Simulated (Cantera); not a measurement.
Charge: 1 mol HI, 0.057 mol H2, equilibrated at 9400 Pa.

Method: chemical equilibrium by Gibbs-energy minimisation in Cantera with the NASA 1993 tables (ideal gas, pure condensed phases). Candidate condensed phases: I2; 10 gas species. Ions and electrons are included (thermal ionisation). Rates play no part.

x: gas mole fraction; nothing condenses.

```
T (°C)    x I      x H      x H2      x HI      x I2      x e-
------  -----  -------  --------  --------  --------  --------
1727    0.597  0.00307     0.336    0.0637  0.000970    <1e-12
1977    0.612      ___     0.336       ___       ___    <1e-12
2227    0.612   0.0463     0.319    0.0226  0.000154    <1e-12
2477    0.595    0.117     0.274    0.0140   7.31e-5  4.45e-12
2727    0.563    0.230     0.199   0.00818   3.67e-5  7.60e-11
2977    0.525    0.355     0.115   0.00442   1.95e-5  7.88e-10
3227    0.497    0.447    0.0538   0.00226   1.15e-5   5.49e-9
3477    0.483    0.493    0.0227   0.00116   7.48e-6   2.82e-8
3727    0.477    0.512   0.00971  0.000626   5.27e-6   1.16e-7
3977    0.475    0.520   0.00441  0.000357   3.90e-6   4.03e-7
4227    0.474    0.524   0.00216  0.000216   3.00e-6   1.22e-6
4477    0.473    0.525       ___       ___       ___       ___
4727    0.473    0.526  0.000629   9.04e-5   1.90e-6   8.03e-6
```

Question: Fill in the missing entries.

Answer: 
- 4477, x H2: 0.00113
- 4477, x HI: 0.000137
- 4477, x I2: 2.36e-6
- 4477, x e-: 3.28e-6
- 1977, x H: 0.0141
- 1977, x HI: 0.0369
- 1977, x I2: 0.000358
